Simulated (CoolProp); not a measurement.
The numbers come from the reference Helmholtz-energy equation of state, de Reuck 1990 in CoolProp.

Q: For fluorine, give the phase and the density (kg/m³), fugacity coefficient at 107.1 K and 1.74 MPa; 115.7 K and 1.74 MPa.

A: 
- 107.1 K and 1.74 MPa: liquid; density 1340, fugacity coefficient 0.383
- 115.7 K and 1.74 MPa: liquid; density 1260, fugacity coefficient 0.626
